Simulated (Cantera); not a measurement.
SiO2 + CH4 + CO (carbothermic reduction)

Charge: 1 mol SiO2, 0.42 mol CH4, 0.025 mol CO, held at 101000 Pa.

These are equilibrium values from Cantera (NASA tables, ideal gas, pure condensed phases), not measurements of a reactor. Candidate condensed phases: C, C6H6, C7H8, C8H18, H2O, Si, SiC, SiO2; 123 gas species. Mutual solubility and eutectic melting of coexisting phases are not modelled. The tables hold silica as quartz up to 1696 K and as liquid above; real silica turns to tridymite and cristobalite and melts near 1996 K. Kinetics and transport are ignored.

From 1148 K to 1448 K the condensed part is C(graphite) + SiO2(β-quartz). From 1523 K to 1598 K the condensed part is C(graphite) + SiC(s) + SiO2(β-quartz).

| T (K) | x H2 | x CO | x CH4 | x H2O | x SiO | x H | n C(graphite) | n SiO2(β-quartz) | n SiC(s) |
|---|---|---|---|---|---|---|---|---|---|
| 1148 | 0.949 | 0.0282 | 0.0217 | 0.00130 | 1.86e-12 | 6.93e-8 | 0.403 | 1.00 | 0 |
| 1223 | 0.958 | 0.0287 | 0.0124 | 0.000560 | 1.48e-10 | 2.92e-7 | 0.410 | 1.00 | 0 |
| 1298 | 0.963 | 0.0289 | 0.00749 | 0.000262 | 7.07e-9 | 1.04e-6 | 0.414 | 1.00 | 0 |
| 1373 | 0.966 | 0.0289 | 0.00476 | 0.000132 | 2.21e-7 | 3.25e-6 | 0.416 | 1.00 | 0 |
| 1448 | 0.968 | 0.0289 | 0.00317 | 7.19e-5 | 4.79e-6 | 9.01e-6 | 0.417 | 1.000 | 0 |
| 1523 | 0.966 | 0.0320 | 0.00218 | 4.56e-5 | 6.89e-5 | 2.26e-5 | 0.414 | 0.999 | 0.00133 |
| 1598 | 0.902 | 0.0965 | 0.00136 | 7.81e-5 | 0.000278 | 5.02e-5 | 0.322 | 0.968 | 0.0322 |
x: gas mole fraction; n: condensed amount in mol.
